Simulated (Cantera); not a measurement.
A Cantera script and what it prints.

```python
import numpy as np
import cantera as ct

gas_names = """
    H H2 N NH NH2 NH3 N2 N2H2 N2H4 Si SiH SiH2 SiH3 SiH4 SiN Si2 Si2N Si3
""".split()
cond_names = """
    Si(cr) Si(L) Si3N4(a)
""".split()


def load(file, names, dense=False):
    # The tables refer to 1 bar. Condensed volumes are neglected.
    table = {s.name: s for s in ct.Species.list_from_file(file)}
    out = []
    for n in names:
        d = dict(table[n].input_data)
        d["thermo"] = dict(d["thermo"], **{"reference-pressure": 1e5})
        if dense:
            d["equation-of-state"] = {"model": "constant-volume", "density": "1e6 g/cm^3"}
        out.append(ct.Species.from_dict(d))
    return out


gas = ct.Solution(thermo="ideal-gas", species=load("nasa_gas.yaml", gas_names))
cond = {s.name: ct.Solution(thermo="fixed-stoichiometry", species=[s], name=s.name)
        for s in load("nasa_condensed.yaml", cond_names, dense=True)}
atoms = {
    'trisilylamine': {'Si': 3, 'N': 1, 'H': 9},
    'NH3': {'N': 1, 'H': 3},
    'H2': {'H': 2},
}
top_T = {'Si3N4(a)': 2400}  # K; cautious upper limits of use, not melting points


def equilibrate(T, P, feed):
    n = {}
    for name, mol in feed.items():
        for a, k in atoms[name].items():
            n[a] = n.get(a, 0.0) + k * mol
    gas.TPX = T, P, n
    mass = sum(n.values()) * gas.mean_molecular_weight
    gas.equilibrate("TP")
    valid = [c for c in cond.values() if c.min_temp <= T <= top_T.get(c.name, c.max_temp)]
    mix = ct.Mixture([(gas, mass / gas.mean_molecular_weight)] + [(c, 0.0) for c in valid])
    mix.T, mix.P = T, P
    mix.equilibrate("TP", solver="vcs", rtol=1e-11, max_steps=5000)
    return mix


results = []
feed = {'trisilylamine': 1, 'NH3': 9.4, 'H2': 1.3}  # mol
P = 100  # Pa
for T in [875, 1025, 1175, 1325, 1475, 1625, 1775, 1925]:
    mix = equilibrate(T, P, feed)
    results.append((T, P, feed, dict(zip(mix.species_names, mix.species_moles))))

top = {s: max(r[3][s] / sum(r[3][g] for g in gas_names) for r in results) for s in gas_names}
cols = sorted((s for s in top if top[s] > 0.0001), key=lambda s: -top[s])[:6]
seen = [c for c in cond_names if any(r[3].get(c, 0) > 1e-12 for r in results)]
print("log10 of partial pressures in bar; condensed amounts in mol")
print(f"{'T/K':>10s}" + "".join(f"{s[:9]:>10s}" for s in cols + seen))
for T, P, feed, n in results:
    ng = sum(n[g] for g in gas_names)
    print(f"{T:10.4g}" + "".join(f"{np.log10(max(n[s] / ng * P / 1e5, 1e-99)):10.3f}" for s in cols)
          + "".join(f"{n.get(c, 0):10.4g}" for c in seen))
```

It prints:

```
log10 of partial pressures in bar; condensed amounts in mol
       T/K        H2        N2         H        Si       SiH       Si2    Si(cr)     Si(L)  Si3N4(a)
       875    -3.065    -3.858   -11.832   -25.572   -24.693   -38.310         0         0         1
      1025    -3.065    -3.858    -9.893   -19.483   -19.270   -28.856         0         0         1
      1175    -3.065    -3.858    -8.444   -14.959   -15.244   -21.835         0         0         1
      1325    -3.065    -3.858    -7.319   -11.468   -12.140   -16.420         0         0         1
      1475    -3.065    -3.859    -6.420    -8.696    -9.676   -12.123         0         0         1
      1625    -3.102    -3.684    -5.702    -6.788    -8.040    -9.325     2.995         0         0
      1775    -3.106    -3.686    -5.091    -5.659    -7.123    -7.911         0      2.94         0
      1925    -3.122    -3.698    -4.581    -4.759    -6.410    -6.826         0      2.52         0
```

Equilibrium computed with Cantera from the NASA thermochemical tables; the gas is ideal and each condensed phase is pure. The feed counts by its element totals alone. The tables' values for SiN are old estimates; treat these amounts as uncertain. Gases not in the tables: Si2H6 and higher silanes.
